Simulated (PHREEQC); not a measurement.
1 kg of water holding 0.42 mol/kgw NaCl, 0.02 mol/kgw NaHCO3, 0.012 mol/kgw KCl and 0.052 mol/kgw Na2CO3 is evaporated at 30 °C; the solids stay in contact with the brine. No CO2 enters from the air. The run lets Halite, Kalicinite, Nahcolite, Natron, Sylvite, Trona precipitate or redissolve, and no other solid.

The numbers come from PHREEQC with the Pitzer model, pitzer.dat.

```json
[
 {"water left (kg)": "1", "ionic strength": "0.608", "water activity": "0.983", "Halite (mol)": "0", "Natron (mol)": "0", "Trona (mol)": "0", "Sylvite (mol)": "0", "K in solution (mol/kgw)": "0.0120", "pH": "10.01"},
 {"water left (kg)": "0.6755", "ionic strength": "0.900", "water activity": "0.975", "Halite (mol)": "0", "Natron (mol)": "0", "Trona (mol)": "0", "Sylvite (mol)": "0", "K in solution (mol/kgw)": "0.0178", "pH": "9.94"},
 {"water left (kg)": "0.4563", "ionic strength": "1.33", "water activity": "0.963", "Halite (mol)": "0", "Natron (mol)": "0", "Trona (mol)": "0", "Sylvite (mol)": "0", "K in solution (mol/kgw)": "0.0263", "pH": "9.85"},
 {"water left (kg)": "0.375", "ionic strength": "1.62", "water activity": "0.955", "Halite (mol)": "0", "Natron (mol)": "0", "Trona (mol)": "0", "Sylvite (mol)": "0", "K in solution (mol/kgw)": "___", "pH": "___"},
 {"water left (kg)": "0.2533", "ionic strength": "2.40", "water activity": "0.932", "Halite (mol)": "0", "Natron (mol)": "0", "Trona (mol)": "0", "Sylvite (mol)": "0", "K in solution (mol/kgw)": "0.0474", "pH": "9.70"},
 {"water left (kg)": "0.1711", "ionic strength": "3.55", "water activity": "0.895", "Halite (mol)": "0", "Natron (mol)": "0", "Trona (mol)": "0", "Sylvite (mol)": "0", "K in solution (mol/kgw)": "___", "pH": "9.59"},
 {"water left (kg)": "0.1156", "ionic strength": "5.26", "water activity": "0.835", "Halite (mol)": "0", "Natron (mol)": "0", "Trona (mol)": "0", "Sylvite (mol)": "0", "K in solution (mol/kgw)": "0.104", "pH": "9.48"},
 {"water left (kg)": "0.09502", "ionic strength": "6.40", "water activity": "0.791", "Halite (mol)": "0", "Natron (mol)": "0", "Trona (mol)": "0", "Sylvite (mol)": "0", "K in solution (mol/kgw)": "0.126", "pH": "9.43"},
 {"water left (kg)": "0.06368", "ionic strength": "7.51", "water activity": "___", "Halite (mol)": "0.0739", "Natron (mol)": "0", "Trona (mol)": "0.0139", "Sylvite (mol)": "0", "K in solution (mol/kgw)": "0.188", "pH": "___"},
 {"water left (kg)": "0.04274", "ionic strength": "7.99", "water activity": "0.735", "Halite (mol)": "0.198", "Natron (mol)": "0", "Trona (mol)": "0.0171", "Sylvite (mol)": "0", "K in solution (mol/kgw)": "0.281", "pH": "10.11"},
 {"water left (kg)": "0.02863", "ionic strength": "8.74", "water activity": "0.727", "Halite (mol)": "0.283", "Natron (mol)": "0", "Trona (mol)": "0.0187", "Sylvite (mol)": "0", "K in solution (mol/kgw)": "0.419", "pH": "___"},
 {"water left (kg)": "0.01909", "ionic strength": "9.92", "water activity": "0.714", "Halite (mol)": "0.341", "Natron (mol)": "0", "Trona (mol)": "0.0194", "Sylvite (mol)": "0", "K in solution (mol/kgw)": "___", "pH": "10.93"},
 {"water left (kg)": "0.01557", "ionic strength": "___", "water activity": "0.705", "Halite (mol)": "0.362", "Natron (mol)": "0", "Trona (mol)": "0.0196", "Sylvite (mol)": "0", "K in solution (mol/kgw)": "0.771", "pH": "11.17"},
 {"water left (kg)": "0.01", "ionic strength": "12.9", "water activity": "0.676", "Halite (mol)": "0.395", "Natron (mol)": "0.00154", "Trona (mol)": "0.0199", "Sylvite (mol)": "0", "K in solution (mol/kgw)": "1.20", "pH": "11.68"},
 {"water left (kg)": "0.002476", "ionic strength": "13.8", "water activity": "0.657", "Halite (mol)": "0.416", "Natron (mol)": "0.0235", "Trona (mol)": "0.0200", "Sylvite (mol)": "0.00771", "K in solution (mol/kgw)": "1.73", "pH": "11.89"}
]
```

What belongs in the gaps?


- 0.375, K in solution (mol/kgw): 0.0320
- 0.375, pH: 9.81
- 0.1711, K in solution (mol/kgw): 0.0701
- 0.06368, water activity: 0.739
- 0.06368, pH: 9.78
- 0.02863, pH: 10.49
- 0.01909, K in solution (mol/kgw): 0.629
- 0.01557, ionic strength: 10.7

Species that the database lacks are ignored.
